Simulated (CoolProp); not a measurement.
Vapour-liquid equilibrium of carbon dioxide (1) + R134a (2) at 230.6 K; x and y are mole fractions of (1).

Computed with CoolProp (multi-fluid Helmholtz-energy mixture model, Span 1996 and Tillner-Roth 1994; pair parameters Bell 2016).

Task: Give the bubble pressure and the first vapour's composition at x = 0.2, 0.65, 0.8. Is there an azeotrope?

Result: x = 0.2: 2.045 bar, y = 0.817; x = 0.65: 6.078 bar, y = 0.968; x = 0.8: 7.337 bar, y = 0.983. No azeotrope shows between x = 0.05 and 0.95.

Pair parameters are fitted to limited data, so mixtures are less certain than the pure fluids.
